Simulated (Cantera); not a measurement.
Thermodynamics of sublimation and decomposition of ceramics, feed SiC + N2 + Si

Feed: 1 mol SiC, 0.012 mol N2, 0.0076 mol Si, at 2875 K and 20.0 Pa.

Equilibrium computed with Cantera from the NASA thermochemical tables; the gas is ideal and each condensed phase is pure. Candidate condensed phases: C, Si, SiC, Si3N4; 20 gas species. The tables' values for SiN are old estimates; treat these amounts as uncertain. Rates play no part.

The x(Si) is 0.623 and the x(SiC2) comes out as 0.181. The x(C3) is 0.115 and the x(C) is 0.0488. The x(C2) is 0.0170 and the x(N2) comes out as 0.00661. The x(CN) is 0.00590. The x(SiC) is 0.000987 and the x(C5) is 0.000627. The gas amount is 1.249 mol and the log10 activity of C(graphite) (absent) is -0.18. The log10 activity of Si(l) (absent) is -2.64.
